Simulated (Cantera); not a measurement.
A closed system holds: 1 mol MgO, 0.013 mol Br2, equilibrated at 41000 Pa.

Method: chemical equilibrium by Gibbs-energy minimisation in Cantera with the NASA 1993 tables (ideal gas, pure condensed phases). Candidate condensed phases: Br2, Mg, MgBr2, MgO; 10 gas species. Rates play no part.

x: gas mole fraction; n: condensed amount in mol.

```csv
T (°C),x Br2,x Br,x MgBr2,x O2,x O,x MgBr,n MgO(s)
552,0.999,0.000738,2.84e-7,1.42e-7,<1e-12,<1e-12,1.00
602,0.998,0.00166,1.23e-6,6.17e-7,<1e-12,<1e-12,1.00
652,0.997,0.00344,4.53e-6,2.27e-6,<1e-12,<1e-12,1.00
702,0.993,0.00660,1.46e-5,7.28e-6,<1e-12,<1e-12,1.00
752,0.988,___,___,___,___,<1e-12,1.000
802,0.980,0.0202,0.000107,5.36e-5,1.50e-11,<1e-12,1.000
852,0.967,0.0327,0.000253,0.000127,8.11e-11,<1e-12,1.000
902,0.948,0.0507,0.000551,0.000276,3.79e-10,<1e-12,1.000
952,0.923,0.0755,0.00112,0.000559,1.55e-9,3.08e-12,1.000
1002,0.889,0.108,0.00213,0.00106,5.69e-9,1.74e-11,1.000
1052,0.844,0.150,0.00380,0.00190,1.88e-8,8.58e-11,1.000
1102,0.789,0.201,0.00643,0.00321,5.64e-8,3.75e-10,1.000
1152,___,___,___,___,___,___,1.000
1202,0.648,0.328,0.0156,0.00782,3.97e-7,5.20e-9,1.000
```

Question: What belongs in the gaps?

Answer: 
- 1152, x Br2: 0.723
- 1152, x Br: 0.261
- 1152, x MgBr2: 0.0103
- 1152, x O2: 0.00515
- 1152, x O: 1.55e-7
- 1152, x MgBr: 1.47e-9
- 752, x Br: 0.0119
- 752, x MgBr2: 4.16e-5
- 752, x O2: 2.08e-5
- 752, x O: 2.35e-12
